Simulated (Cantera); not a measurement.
A closed system holds: 1 mol SiCl4, 6 mol HCl, 1.4 mol H2, held at 0.100 bar.

Equilibrium computed with Cantera from the NASA thermochemical tables; the gas is ideal and each condensed phase is pure. Candidate condensed phases: Si; 19 gas species. Rates play no part.

At 525 °C, list the 4 most abundant gas species with their mole fractions, and the condensed phases.

HCl 0.714, H2 0.167, SiCl4 0.119, SiHCl3 2.45e-5. Condensed: gas only.
